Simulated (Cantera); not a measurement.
Charge: 1 mol CF4, 0.092 mol H2, equilibrated at 2148 K and 0.133 bar.

These are equilibrium values from Cantera (NASA tables, ideal gas, pure condensed phases), not measurements of a reactor. Candidate condensed phases: C, C6H6, C7H8, C8H18; 95 gas species. The tables' values for C2F4 are old estimates; treat these amounts as uncertain. Gases not in the tables: C2F6 and larger saturated fluorocarbons. Rates play no part.

Base state: CF4 0.740, HF 0.153, CF2 0.0802, F 0.0179, CF3 0.00960, CF 0.000156, C2F4 1.33e-5 (mole fractions); condensed: gas only.

**Question.** What changes in the equilibrium state with this change: CF4 replaced by CH3Cl?

**Answer.** 
```tsv
species	before	after
H2	4.93e-9	0.516
HCl	0	0.469
H	8.01e-7	0.00820
CF4	0.740	0
HF	0.153	0
CF2	0.0802	0
F	0.0179	0
CF3	0.00960	0
Cl	0	0.00546
C2H2 (acetylene)	<1e-9	0.000988
C(graphite), mol	0	0.996
```

**Question.** What changes in the equilibrium state with this change: H2 from 0.092 to 3.6 mol?

**Answer.** 
```json
[
 {"species": "HF", "before": "0.153", "after": "0.712"},
 {"species": "H2", "before": "4.93e-9", "after": "0.281"},
 {"species": "H", "before": "8.01e-7", "after": "0.00605"},
 {"species": "CF4", "before": "0.740", "after": "<1e-9"},
 {"species": "CF2", "before": "0.0802", "after": "3.20e-8"},
 {"species": "F", "before": "0.0179", "after": "1.10e-5"},
 {"species": "CF3", "before": "0.00960", "after": "<1e-9"},
 {"species": "C2H2 (acetylene)", "before": "<1e-9", "after": "0.000539"},
 {"species": "C2F4", "before": "1.33e-5", "after": "<1e-9"},
 {"species": "CF", "before": "0.000156", "after": "1.01e-7"},
 {"species": "C(graphite), mol", "before": "0", "after": "0.994"}
]
```

**Question.** What changes in the equilibrium state with this change: CF4 replaced by CH2F2?

**Answer.** 
```
species             before    after
----------------  --------  -------
HF                   0.153    0.955
H2                 4.93e-9   0.0427
H                  8.01e-7  0.00236
CF4                  0.740    <1e-9
CF2                 0.0802  3.79e-7
F                   0.0179  3.80e-5
CF3                0.00960    <1e-9
C2H2 (acetylene)     <1e-9  8.17e-5
C2F4               1.33e-5    <1e-9
CF                0.000156  3.47e-7
C(graphite), mol         0    1.000
```
